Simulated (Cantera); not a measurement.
An isothermal, constant-pressure homogeneous reactor starts with H2 : O2 : N2 = 1.3 : 1 : 18 (molar parts), equivalence ratio 0.65, at 1025 K and 22000 Pa. Integrator tolerance rtol = 1e-08.

Model: the H2/O2 subset of GRI-Mech 3.0, which has no nitrogen chemistry, integrated in Cantera. The temperature is held fixed by assumption; the heat of reaction is taken as removed at once.

Problem. What does this change do: temperature 1025 to 800 K?

Solution. 
```
quantity                                             before                                     after
----------------  -----------------------------------------  ----------------------------------------
x(H2) at 30.0 s   7.79e-10 (gas-phase equilibrium 1.92e-10)     0.0633 (gas-phase equilibrium <1e-12)
x(O2) at 30.0 s       0.0178 (gas-phase equilibrium 0.0178)     0.0488 (gas-phase equilibrium 0.0178)
x(H2O) at 30.0 s      0.0662 (gas-phase equilibrium 0.0662)   0.000678 (gas-phase equilibrium 0.0662)
x(O) at 30.0 s    4.85e-10 (gas-phase equilibrium 9.45e-11)    1.82e-9 (gas-phase equilibrium <1e-12)
x(HO2) at 30.0 s  1.35e-10 (gas-phase equilibrium 1.20e-10)  3.54e-6 (gas-phase equilibrium 1.50e-12)
```
Below about 950 K walls govern HO2 and H2O2 in real vessels.
